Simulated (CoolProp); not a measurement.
50 sccm (0 °C, 1 atm) of nitrogen bubbles through liquid octamethyltrisiloxane (MDM) at 359.2 K and leaves saturated at a total pressure of 0.0564 MPa (ideal gas phase). Each further row changes one setting.

The numbers come from the reference Helmholtz-energy equation of state, Thol 2017 in CoolProp.

```tsv
case	vapour pressure (kPa)	mole fraction of vapour	delivery (mg/min)	delivery (sccm)	change of delivery for a bath 1 K warmer (%)
as stated	11.7	0.207	138	13.0	5.2
bath temperature 364.2 K	14.2	0.252	178	16.9	5.4
total pressure 0.113 MPa	11.7	0.103	60.7	5.75	4.6
```
